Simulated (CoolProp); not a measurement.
Vapour pressure (MPa) of c-C4F8 (RC318): the reference equation beside estimates from Tc = 388.4 K, pc = 2.778 MPa, ω = 0.355. Clausius-Clapeyron is anchored at 296.3 K with a constant enthalpy of vaporisation of 21.02 kJ/mol.

Computed with CoolProp (reference Helmholtz-energy equation of state, Platzer 1990). This equation is an older, rougher fit; its heat capacities, sound speeds and derivatives of the liquid may be far off and weren't checked against measurements.

```json
[
 {"T (K)": "296.3", "reference": "0.2944", "Lee-Kesler": "0.2949", "Clausius-Clapeyron": "0.2944", "van der Waals": "0.8518"},
 {"T (K)": "299.7", "reference": "0.3283", "Lee-Kesler": "0.3288", "Clausius-Clapeyron": "0.3244", "van der Waals": "0.8994"},
 {"T (K)": "303.1", "reference": "0.3650", "Lee-Kesler": "0.3655", "Clausius-Clapeyron": "0.3565", "van der Waals": "0.9487"},
 {"T (K)": "306.5", "reference": "0.4047", "Lee-Kesler": "0.4052", "Clausius-Clapeyron": "0.3911", "van der Waals": "0.9996"},
 {"T (K)": "309.9", "reference": "0.4476", "Lee-Kesler": "0.4481", "Clausius-Clapeyron": "0.4281", "van der Waals": "1.052"},
 {"T (K)": "313.3", "reference": "0.4939", "Lee-Kesler": "0.4943", "Clausius-Clapeyron": "0.4678", "van der Waals": "1.107"},
 {"T (K)": "316.7", "reference": "0.5436", "Lee-Kesler": "0.5439", "Clausius-Clapeyron": "0.5101", "van der Waals": "1.163"},
 {"T (K)": "320.1", "reference": "0.5970", "Lee-Kesler": "0.5972", "Clausius-Clapeyron": "0.5552", "van der Waals": "1.220"},
 {"T (K)": "323.5", "reference": "0.6542", "Lee-Kesler": "0.6543", "Clausius-Clapeyron": "0.6032", "van der Waals": "1.280"},
 {"T (K)": "326.9", "reference": "0.7154", "Lee-Kesler": "0.7153", "Clausius-Clapeyron": "0.6543", "van der Waals": "1.342"},
 {"T (K)": "330.3", "reference": "0.7808", "Lee-Kesler": "0.7805", "Clausius-Clapeyron": "0.7085", "van der Waals": "1.405"},
 {"T (K)": "333.7", "reference": "0.8506", "Lee-Kesler": "0.8501", "Clausius-Clapeyron": "0.7660", "van der Waals": "1.470"},
 {"T (K)": "337.1", "reference": "0.9249", "Lee-Kesler": "0.9242", "Clausius-Clapeyron": "0.8268", "van der Waals": "1.537"},
 {"T (K)": "340.5", "reference": "1.004", "Lee-Kesler": "1.003", "Clausius-Clapeyron": "0.8910", "van der Waals": "1.605"}
]
```

Absolute difference from the reference over all 14 rows, mean and median: Lee-Kesler 0.1 and 0.1 %, Clausius-Clapeyron 6.2 and 6.6 %, van der Waals 115.0 and 109.1 %.
